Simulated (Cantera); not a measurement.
A perfectly stirred reactor is fed with 14.4 % H2, 18.0 % O2, 67.6 % N2, equivalence ratio 0.40, at 3750 Torr; it is adiabatic with a 648 K inlet, and is followed from long to short residence time, starting on the burning branch (τ in s: 0.15, 0.06, 0.025, 0.01, 0.0041, 0.0017, 0.00069, 0.00028, 0.00012, 4.8e-05, 2e-05).

Computed with Cantera and GRI-Mech 3.0 (53 species, 325 reactions). The hydrogen kinetics of GRI-Mech 3.0 are dated; newer H2 mechanisms differ, most at raised pressure.

One state of this run: T (K) = 1700; x H2 = 0.00153; x O2 = 0.116; x H = 0.000209; x H2O2 = 1.42e-6; x N2O = 2.26e-6; x O = 0.000785. x: mole fraction; the columns are a selection and need not sum to one.

Which value of τ (s) does it belong to?
A) 4.8e-5
B) 0.00028
C) 2.0e-5
D) 0.010

B, 0.00028
